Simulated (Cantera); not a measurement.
A perfectly stirred reactor is fed with CH4 : CO2 : H2 = 1 : 2.5 : 0.052 (molar parts), at 16.0 bar; it is held at 1300 K, and followed from long to short residence time.

Cantera simulation using GRI-Mech 3.0 (53 species, 325 reactions); the numbers are that mechanism's predictions, not measurements. The pressure lies above the range GRI-Mech 3.0 was tuned for (to about 10 atm).

Q: What does this change do: CH4 1 to 0.48 parts?

A: 
```json
[
 {"quantity": "x(CH4) at τ = 8.60 s", "before": "0.202", "after": "0.116"},
 {"quantity": "x(CO2) at τ = 8.60 s", "before": "0.594", "after": "0.742"},
 {"quantity": "x(H2) at τ = 8.60 s", "before": "0.0220", "after": "0.0111"},
 {"quantity": "x(CH2CO) at τ = 8.60 s", "before": "4.00e-6", "after": "2.84e-6"},
 {"quantity": "x(CH2O) at τ = 8.60 s", "before": "3.95e-7", "after": "5.27e-7"},
 {"quantity": "x(CH4) at τ = 30.0 ms", "before": "0.281", "after": "0.158"},
 {"quantity": "x(CO2) at τ = 30.0 ms", "before": "0.704", "after": "0.824"},
 {"quantity": "x(H2) at τ = 30.0 ms", "before": "0.0147", "after": "0.0170"},
 {"quantity": "x(CH2CO) at τ = 30.0 ms", "before": "5.11e-10", "after": "6.22e-10"},
 {"quantity": "x(CH2O) at τ = 30.0 ms", "before": "6.13e-8", "after": "5.79e-8"}
]
```
